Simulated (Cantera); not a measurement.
Input (Python, Cantera) and output of one run.

```python
import numpy as np
import cantera as ct

gas_names = """
    CL CL2 H HCL H2 Si SiCL SiCL2 SiCL3 SiCL4 SiH SiHCL3 SiH2 SiH2CL2 SiH3 SiH3CL SiH4 Si2 Si3
""".split()
cond_names = """
    Si(cr) Si(L)
""".split()


# ... load() reads the species with a 1 bar reference pressure and builds the phases ...
atoms = {
    'Si': {'Si': 1},
    'Cl2': {'CL': 2},
    'H2': {'H': 2},
}
top_T = {}  # K; cautious upper limits of use, not melting points


# ... equilibrate(T, P, feed) seeds the gas with the atoms and calls Mixture.equilibrate('TP', solver="vcs", rtol=1e-11, max_steps=5000) ...
results = []
feed = {'Si': 1, 'Cl2': 0.83, 'H2': 0.82}  # mol
T = 925  # K
P = 2100000  # Pa
mix = equilibrate(T, P, feed)
results.append((T, P, feed, dict(zip(mix.species_names, mix.species_moles))))
print(gas.report(threshold=1e-06))
for i in range(1, mix.n_phases):
    print(f"{mix.phase(i).name:16s} {mix.phase_moles(i):12.5e} mol")
```

Result:

```
       temperature   925 K
          pressure   2.1e+06 Pa
           density   17.138 kg/m^3
  mean mol. weight   62.765 kg/kmol
   phase of matter   gas

                          1 kg             1 kmol
                     ---------------   ---------------
          enthalpy        -3.155e+06       -1.9802e+08  J
   internal energy       -3.2775e+06       -2.0571e+08  J
           entropy            4047.6        2.5405e+05  J/K
    Gibbs function       -6.8991e+06       -4.3302e+08  J
 heat capacity c_p            943.22             59201  J/K
 heat capacity c_v            810.75             50887  J/K

                      mass frac. Y      mole frac. X     chem. pot. / RT
                     ---------------   ---------------   ---------------
               HCL         0.0015368         0.0026458           -38.977
                H2          0.019086           0.59421           -14.791
             SiCL2        2.6821e-05        1.7007e-05           -66.669
             SiCL3        0.00064849        0.00030277           -98.251
             SiCL4           0.57913           0.21396           -129.83
            SiHCL3           0.37677            0.1746           -105.65
           SiH2CL2          0.022514          0.013991            -81.46
            SiH3CL        0.00029359        0.00027686           -57.275
              SiH4        1.2474e-06        2.4378e-06           -33.089
     [  +10 minor]        4.0272e-12        5.0648e-11

Si(cr)            5.25871e-01 mol
```

These are equilibrium values from Cantera (NASA tables, ideal gas, pure condensed phases), not measurements of a reactor. The tables' values for SiCl3 are old estimates; treat these amounts as uncertain.
